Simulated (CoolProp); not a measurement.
Ethylbenzene along the isobar 0.101 MPa: Z from the reference equation and from simpler models built on Tc = 617.1 K, pc = 3.622 MPa, ω = 0.304; each cubic takes its own stable root.

The numbers come from the reference Helmholtz-energy equation of state, Zhou 2012 in CoolProp.

```json
[
 {"T (K)": "288.1", "phase": "liquid", "reference": "…", "Redlich-Kwong": "0.006015", "Soave-Redlich-Kwong": "0.005879", "Peng-Robinson": "0.005233"},
 {"T (K)": "301", "phase": "liquid", "reference": "0.004982", "Redlich-Kwong": "0.005828", "Soave-Redlich-Kwong": "0.005684", "Peng-Robinson": "0.005056"},
 {"T (K)": "314", "phase": "liquid", "reference": "0.004840", "Redlich-Kwong": "0.005659", "Soave-Redlich-Kwong": "0.005508", "Peng-Robinson": "0.004896"},
 {"T (K)": "326.9", "phase": "liquid", "reference": "0.004712", "Redlich-Kwong": "0.005510", "Soave-Redlich-Kwong": "0.005350", "Peng-Robinson": "0.004753"},
 {"T (K)": "339.8", "phase": "liquid", "reference": "0.004596", "Redlich-Kwong": "0.005377", "Soave-Redlich-Kwong": "0.005210", "Peng-Robinson": "0.004625"},
 {"T (K)": "352.7", "phase": "liquid", "reference": "0.004492", "Redlich-Kwong": "0.005259", "Soave-Redlich-Kwong": "0.005083", "Peng-Robinson": "…"},
 {"T (K)": "365.7", "phase": "liquid", "reference": "0.004397", "Redlich-Kwong": "0.005154", "Soave-Redlich-Kwong": "0.004970", "Peng-Robinson": "0.004407"},
 {"T (K)": "378.6", "phase": "liquid", "reference": "0.004312", "Redlich-Kwong": "0.005064", "Soave-Redlich-Kwong": "0.004871", "Peng-Robinson": "0.004315"},
 {"T (K)": "391.5", "phase": "liquid", "reference": "0.004235", "Redlich-Kwong": "0.9656", "Soave-Redlich-Kwong": "0.004784", "Peng-Robinson": "0.004235"},
 {"T (K)": "404.5", "phase": "liquid", "reference": "0.004167", "Redlich-Kwong": "0.9686", "Soave-Redlich-Kwong": "0.004709", "Peng-Robinson": "0.004166"},
 {"T (K)": "417.4", "phase": "gas", "reference": "0.9591", "Redlich-Kwong": "0.9712", "Soave-Redlich-Kwong": "0.9671", "Peng-Robinson": "0.9657"},
 {"T (K)": "430.3", "phase": "gas", "reference": "0.9637", "Redlich-Kwong": "0.9735", "Soave-Redlich-Kwong": "0.9700", "Peng-Robinson": "0.9686"},
 {"T (K)": "443.2", "phase": "gas", "reference": "0.9675", "Redlich-Kwong": "0.9756", "Soave-Redlich-Kwong": "0.9725", "Peng-Robinson": "0.9711"},
 {"T (K)": "456.2", "phase": "gas", "reference": "0.9709", "Redlich-Kwong": "0.9775", "Soave-Redlich-Kwong": "0.9748", "Peng-Robinson": "0.9734"},
 {"T (K)": "469.1", "phase": "gas", "reference": "0.9738", "Redlich-Kwong": "0.9792", "Soave-Redlich-Kwong": "…", "Peng-Robinson": "0.9755"}
]
```

Q: Complete the blanks.

A: 
- 288.1, reference: 0.005138
- 352.7, Peng-Robinson: 0.004510
- 469.1, Soave-Redlich-Kwong: 0.9768

At some of these states Redlich-Kwong gives the other phase, because its saturation line lies elsewhere.
